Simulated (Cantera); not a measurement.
# Diamond growth

A diamond (100) surface in a fixed gas of H2 with x(CH4) = 0.026, x(CH3) = 0.00014, at 1023 K, 0.0270 bar; coverages are run to steady state.

Model: the Harris–Goodwin 1993 mechanism for the reconstructed diamond (100) surface, integrated in Cantera.

```json
[
 {"x(H)": "0.0001", "growth (µm/h)": "0.222", "θ c6HH": "0.564", "θ c6H*": "0.0167", "θ c6*H": "0.322", "θ c6**": "0.00416", "θ c6HM": "0.0648"},
 {"x(H)": "0.0002", "growth (µm/h)": "0.429", "θ c6HH": "0.546", "θ c6H*": "0.0176", "θ c6*H": "0.339", "θ c6**": "0.00609", "θ c6HM": "0.0641"},
 {"x(H)": "0.00039", "growth (µm/h)": "0.730", "θ c6HH": "0.542", "θ c6H*": "0.0183", "θ c6*H": "0.351", "θ c6**": "0.00779", "θ c6HM": "0.0570"},
 {"x(H)": "0.00078", "growth (µm/h)": "1.12", "θ c6HH": "0.547", "θ c6H*": "0.0189", "θ c6*H": "0.363", "θ c6**": "0.00918", "θ c6HM": "0.0441"},
 {"x(H)": "0.0015", "growth (µm/h)": "1.48", "θ c6HH": "0.555", "θ c6H*": "0.0194", "θ c6*H": "0.373", "θ c6**": "0.0101", "θ c6HM": "0.0306"},
 {"x(H)": "0.0031", "growth (µm/h)": "1.79", "θ c6HH": "0.563", "θ c6H*": "0.0198", "θ c6*H": "0.381", "θ c6**": "0.0108", "θ c6HM": "0.0180"},
 {"x(H)": "0.0061", "growth (µm/h)": "1.99", "θ c6HH": "0.569", "θ c6H*": "0.0201", "θ c6*H": "0.386", "θ c6**": "0.0111", "θ c6HM": "0.0102"},
 {"x(H)": "0.012", "growth (µm/h)": "2.10", "θ c6HH": "0.572", "θ c6H*": "0.0203", "θ c6*H": "0.389", "θ c6**": "0.0113", "θ c6HM": "0.00548"},
 {"x(H)": "0.024", "growth (µm/h)": "2.17", "θ c6HH": "0.574", "θ c6H*": "0.0205", "θ c6*H": "0.390", "θ c6**": "0.0115", "θ c6HM": "0.00282"}
]
```
θ: site fractions in the mechanism's names (c6HH fully hydrogenated, c6H* and c6*H radical sites, c6** diradical, c6HM methylated).
